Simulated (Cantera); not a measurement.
Charge: 1 mol Cu2O, 0.77 mol CO, 1.9 mol H2, at 0.120 bar.

Cantera equilibrium calculation (NASA polynomials, part measured and part estimated; ideal gas, pure solids and liquids). Candidate condensed phases: C, C6H6, C7H8, C8H18, Cu, CuO, Cu(OH)2, Cu2O, H2O; 113 gas species. The numbers say what is thermodynamically allowed, not how fast it happens. All values below are at 1800 K.

Base state: H2 0.386, H2O 0.321, CO 0.236, CO2 0.0513, Cu 0.00451, H 0.000643, OH 3.53e-5 (mole fractions); condensed: Cu(l).

Problem. What changes in the equilibrium state with this change: CO from 0.77 to 4.8 mol?

Solution. 
```json
[
 {"species": "CO", "before": "0.236", "after": "0.645"},
 {"species": "H2", "before": "0.386", "after": "0.201"},
 {"species": "H2O", "before": "0.321", "after": "0.0808"},
 {"species": "CO2", "before": "0.0513", "after": "0.0678"},
 {"species": "Cu", "before": "0.00451", "after": "0.00451"},
 {"species": "OH", "before": "3.53e-5", "after": "1.23e-5"},
 {"species": "H", "before": "0.000643", "after": "0.000464"},
 {"species": "Cu(l), mol", "before": "1.99", "after": "1.97"}
]
```
